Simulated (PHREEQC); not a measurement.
Solution (25 °C): 0.016 mol/kgw HF, 0.00089 mol/kgw CuSO4 and 0.23 mol/kgw KCl. Closed to the air; pH follows from the charge balance.

The numbers come from PHREEQC with the ion-association model, phreeqc.dat.

This is a speciation only: nothing precipitates in the calculation.

Problem. Predict the pH, specific conductance, activity of water.

Solution. pH 2.50; specific conductance 28100 µS/cm; activity of water 0.992.

Problem. In which forms is F present?

Solution. HF 74 %, F- 24 %, HF2- 2.1 % of the F.
